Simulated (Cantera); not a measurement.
A closed system holds: 1 mol PbO, 0.011 mol O2, 1.7 mol N2, 3.8 mol H2, equilibrated at 150 Torr.

These are equilibrium values from Cantera (NASA tables, ideal gas, pure condensed phases), not measurements of a reactor. Candidate condensed phases: H2O, Pb, PbO, PbO2, Pb3O4; 27 gas species. The numbers say what is thermodynamically allowed, not how fast it happens. All values below are at 327 °C.

Base state: H2 0.503, N2 0.309, H2O 0.186, NH3 0.00165 (mole fractions); condensed: Pb(s).

Problem. What changes in the equilibrium state with this change: pressure from 150 Torr to 75.0 Torr?

Solution. 
| species | before | after |
|---|---|---|
| H2 | 0.503 | 0.504 |
| N2 | 0.309 | 0.309 |
| H2O | 0.186 | 0.186 |
| NH3 | 0.00165 | 0.000828 |
| Pb(s), mol | 1.00 | 1.00 |
